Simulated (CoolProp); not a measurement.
Vapour-liquid equilibrium of R143a (1) + R1234yf (2) at 1.67 MPa; x and y are mole fractions of (1).

The numbers come from the multi-fluid Helmholtz-energy mixture model, Lemmon and Jacobsen 2000 and Lemmon 2022; pair parameters Bell 2016 in CoolProp.

Task: Give the bubble temperature and the first vapour's composition at x = 0.35, 0.5, 0.95. Is there an azeotrope?

Result: x = 0.35: 50.4 °C, y = 0.436; x = 0.5: 46.7 °C, y = 0.588; x = 0.95: 37.1 °C, y = 0.964. No azeotrope shows between x = 0.05 and 0.95.

Pair parameters are fitted to limited data, so mixtures are less certain than the pure fluids.
